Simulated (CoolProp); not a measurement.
A closed Brayton cycle with dry air: compressor inlet 320.15 K and 5 MPa, high pressure 9.79 MPa, turbine inlet 870 K, compressor efficiency 0.8, turbine efficiency 0.93, recuperator effectiveness 0.95 (on enthalpy, no pinch check). Each further row changes one setting.

Model: reference Helmholtz-energy equation of state, Lemmon 2000, in CoolProp. It is a pseudo-pure fit of the blend.

```tsv
case	thermal efficiency (%)	net work (kJ/kg)	compressor to turbine work	compressor exit (K)	turbine exit (K)
as stated	35.9	60.6	0.59	405.3	739.5
turbine inlet 820 K	33.1	?	0.62	405.3	?
compressor inlet 330.15 K	?	57.7	0.61	?	739.5
high pressure 8.32 MPa	36.3	?	?	?	769.4
recuperator effectiveness 0.5	?	60.6	0.59	405.3	739.5
```

**Question.** Some entries are withheld; supply them.

**Answer.** 
- turbine inlet 820 K, net work (kJ/kg): 52.1
- turbine inlet 820 K, turbine exit (K): 695.8
- compressor inlet 330.15 K, thermal efficiency (%): 34.4
- compressor inlet 330.15 K, compressor exit (K): 417.8
- high pressure 8.32 MPa, net work (kJ/kg): 49.8
- high pressure 8.32 MPa, compressor to turbine work: 0.56
- high pressure 8.32 MPa, compressor exit (K): 383.2
- recuperator effectiveness 0.5, thermal efficiency (%): 18.4
